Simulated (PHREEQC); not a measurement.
# Acid mine or pickling water: an equilibrium model

Model water analysis in mg/L, 56 °C, pH 3.6, pe 8.5:

| constituent | mg/L |
|---|---|
| Na | 43.7 |
| K | 4.81 |
| Ca | 47.6 |
| Mg | 95 |
| Cl | 138 |
| S(6) as SO4 | 419 |
| Cd | 17 |

Cl is adjusted to close the charge balance.
Valence states are taken as typed.

The numbers come from PHREEQC with the ion-association model, phreeqc.dat.

No solid was allowed to form.

Problem. What ionic strength does the model give?

Solution. ionic strength 0.0163 mol/kgw.

Problem. In which forms is K present?

Solution. K+ 98 %, KSO4- 1.8 % of the K.

At this temperature some constants are extrapolated from 25 °C, and those without enthalpy data are left unchanged.
